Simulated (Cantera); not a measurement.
Input (Python, Cantera):

```python
import numpy as np
import cantera as ct

gas = ct.Solution("gri30.yaml")


def delay(T, t_max=10):
    gas.TPX = T, 1700000, {'CH4': 1, 'O2': 3.08, 'N2': 16.3}
    reactor = ct.IdealGasConstPressureReactor(gas, clone=False)
    net = ct.ReactorNet([reactor])
    net.rtol, net.atol = 1e-8, 1e-16
    while net.time < t_max:
        t_old, T_old = net.time, reactor.T
        net.step()
        if reactor.T > T + 400:  # ignition: a rise of 400 K
            return t_old + (T + 400 - T_old) / (reactor.T - T_old) * (net.time - t_old)
    return np.nan


taus = []
for T in [1125, 1225, 1325, 1425, 1525, 1625, 1725, 1825]:
    taus.append(delay(T))
    print(f"T0 = {T:6g} K   tau = {taus[-1]:.4e} s")
```

Output:

```
T0 =   1125 K   tau = 7.8862e-03 s
T0 =   1225 K   tau = 2.2286e-03 s
T0 =   1325 K   tau = 7.4028e-04 s
T0 =   1425 K   tau = 2.7337e-04 s
T0 =   1525 K   tau = 1.0943e-04 s
T0 =   1625 K   tau = 4.7046e-05 s
T0 =   1725 K   tau = 2.1769e-05 s
T0 =   1825 K   tau = 1.0898e-05 s
```

Computed with Cantera and GRI-Mech 3.0 (53 species, 325 reactions). The pressure lies above the range GRI-Mech 3.0 was tuned for (to about 10 atm).
